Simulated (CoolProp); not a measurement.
Properties of octamethyltrisiloxane (MDM) along the isotherm 319.2 K.

Values from CoolProp's reference Helmholtz-energy equation of state, Thol 2017.

```json
[
 {"p (MPa)": "0.479", "phase": "liquid", "Z": "0.05372", "isothermal compressibility (1/MPa)": "0.002105"},
 {"p (MPa)": "0.958", "phase": "liquid", "Z": "…", "isothermal compressibility (1/MPa)": "0.002081"},
 {"p (MPa)": "1.44", "phase": "liquid", "Z": "…", "isothermal compressibility (1/MPa)": "0.002058"},
 {"p (MPa)": "1.92", "phase": "liquid", "Z": "0.2147", "isothermal compressibility (1/MPa)": "0.002035"},
 {"p (MPa)": "2.4", "phase": "liquid", "Z": "0.2681", "isothermal compressibility (1/MPa)": "0.002013"},
 {"p (MPa)": "2.88", "phase": "liquid", "Z": "…", "isothermal compressibility (1/MPa)": "0.001992"},
 {"p (MPa)": "3.35", "phase": "liquid", "Z": "0.3735", "isothermal compressibility (1/MPa)": "0.001971"},
 {"p (MPa)": "3.83", "phase": "liquid", "Z": "0.4266", "isothermal compressibility (1/MPa)": "0.001950"},
 {"p (MPa)": "4.31", "phase": "liquid", "Z": "0.4796", "isothermal compressibility (1/MPa)": "…"},
 {"p (MPa)": "4.79", "phase": "liquid", "Z": "0.5325", "isothermal compressibility (1/MPa)": "…"},
 {"p (MPa)": "5.27", "phase": "liquid", "Z": "0.5854", "isothermal compressibility (1/MPa)": "0.001892"},
 {"p (MPa)": "5.75", "phase": "liquid", "Z": "0.6381", "isothermal compressibility (1/MPa)": "0.001873"},
 {"p (MPa)": "6.23", "phase": "liquid", "Z": "0.6908", "isothermal compressibility (1/MPa)": "…"},
 {"p (MPa)": "6.71", "phase": "liquid", "Z": "0.7433", "isothermal compressibility (1/MPa)": "…"},
 {"p (MPa)": "7.19", "phase": "liquid", "Z": "…", "isothermal compressibility (1/MPa)": "0.001819"}
]
```

Question: Some entries are withheld; supply them.

Answer: 
- 0.958, Z: 0.1073
- 1.44, Z: 0.1612
- 2.88, Z: 0.3214
- 4.31, isothermal compressibility (1/MPa): 0.001930
- 4.79, isothermal compressibility (1/MPa): 0.001911
- 6.23, isothermal compressibility (1/MPa): 0.001855
- 6.71, isothermal compressibility (1/MPa): 0.001837
- 7.19, Z: 0.7958
